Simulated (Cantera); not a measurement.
Input: 1 mol Si2Cl6, 2.8 mol HCl, 13 mol H2, equilibrated at 1600 K and 33.0 mbar.

Cantera equilibrium calculation (NASA polynomials, part measured and part estimated; ideal gas, pure solids and liquids). Candidate condensed phases: Si; 19 gas species. The feed counts by its element totals alone. The tables' values for SiCl3, SiCl are old estimates; treat these amounts as uncertain. The numbers say what is thermodynamically allowed, not how fast it happens.

Base state: H2 0.647, HCl 0.246, SiCl2 0.0976, SiCl3 0.00740, SiCl4 0.00138, SiHCl3 0.000525, H 0.000241, Cl 7.24e-5 (mole fractions); condensed: gas only.

**Question.** What changes in the equilibrium state with this change: Si2Cl6 replaced by Si2H6?

**Answer.** 
```
species       before     after
----------  --------  --------
H2             0.647     0.882
HCl            0.246    0.0872
SiCl2         0.0976    0.0297
SiCl4        0.00138   3.87e-5
SiCl3        0.00740  0.000683
SiHCl3      0.000525   5.66e-5
Si(s), mol         0      1.43
```
